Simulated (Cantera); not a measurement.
Cantera with NASA thermochemical tables; ideal gases at 1 bar, condensed phases pure. Values are per mole of reaction as written; species without (g) are pure solids or liquids, kept so even where they would boil at 1 bar. TaC: taken at fixed stoichiometry.

6 H(g) + 2 TaC → C₂H₆(g) + 2 Ta

| T (K) | ΔH° (kJ) | ΔS° (J/K) | ΔG° (kJ) | log10 K |
|---|---|---|---|---|
| 2048 | -1187.7 | -578.0 | -4.0 | 0.10 |
| 2123 | -1189.2 | -578.7 | 39.4 | -0.97 |
| 2198 | -1190.8 | -579.4 | 82.8 | -1.97 |
| 2273 | ___ | ___ | ___ | ___ |
| 2348 | ___ | ___ | ___ | ___ |
| 2423 | ___ | ___ | ___ | ___ |
| 2498 | -1196.3 | -581.8 | 257.0 | -5.37 |
| 2573 | -1197.5 | -582.3 | 300.7 | -6.10 |
| 2648 | -1198.7 | -582.7 | 344.3 | -6.79 |

Problem. Fill in the missing entries.

Solution. 
- 2273, ΔH° (kJ): -1192.2
- 2273, ΔS° (J/K): -580.1
- 2273, ΔG° (kJ): 126.3
- 2273, log10 K: -2.90
- 2348, ΔH° (kJ): -1193.6
- 2348, ΔS° (J/K): -580.7
- 2348, ΔG° (kJ): 169.8
- 2348, log10 K: -3.78
- 2423, ΔH° (kJ): -1195.0
- 2423, ΔS° (J/K): -581.3
- 2423, ΔG° (kJ): 213.4
- 2423, log10 K: -4.60
